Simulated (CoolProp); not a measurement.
Computed with CoolProp (reference Helmholtz-energy equation of state, Platzer 1990). This equation is an older, rougher fit.

Problem. For CF4 (R14), give the phase and the cv (kJ/(kg K)), speed of sound (m/s), viscosity (µPa s) at 258 K and 1.01 bar.

Solution. 
- 258 K and 1.01 bar: gas; cv 0.538, speed of sound 169, viscosity 15.2

Viscosity comes from a separate model (Huber 2003), an estimate that may be off by 10 % or more.
